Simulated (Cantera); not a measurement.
A perfectly stirred reactor is fed with H₂ : O₂ = 0.17 : 1 (molar parts), at 0.0263 atm; it is held at 1125 K, and followed from long to short residence time.

Cantera simulation using the H2/O2 subset of GRI-Mech 3.0, which has no nitrogen chemistry; the numbers are that mechanism's predictions, not measurements. Radical loss at walls, strong at low pressure, is not modelled. The temperature is held fixed by assumption; the heat of reaction is taken as removed at once.

x: mole fraction; the columns are a selection and need not sum to one.

```tsv
τ (s)	x H₂	x O₂	x H	x H₂O₂	x OH	x HO₂	x H₂O
2.3	0.000226	0.843	4.30e-5	3.25e-7	0.000636	[?]	0.156
0.83	0.000426	0.842	0.000119	4.16e-7	0.000900	[?]	0.156
0.30	0.000791	0.841	0.000326	5.13e-7	0.00128	[?]	0.155
0.11	0.00144	0.839	0.000874	6.07e-7	0.00182	[?]	0.153
0.039	0.00264	0.835	0.00237	6.93e-7	0.00262	[?]	0.150
0.014	0.00477	0.828	0.00606	7.56e-7	0.00374	1.71e-5	0.145
0.0052	0.00840	0.817	0.0136	7.88e-7	0.00513	1.83e-5	0.135
0.0019	0.0150	0.805	0.0257	8.12e-7	0.00671	1.82e-5	0.119
0.00068	0.0281	0.798	0.0362	8.74e-7	0.00814	1.70e-5	0.0972
```

Fill in the missing entries.


- 2.3, x HO₂: 4.22e-6
- 0.83, x HO₂: 6.37e-6
- 0.30, x HO₂: 9.01e-6
- 0.11, x HO₂: 1.19e-5
- 0.039, x HO₂: 1.48e-5
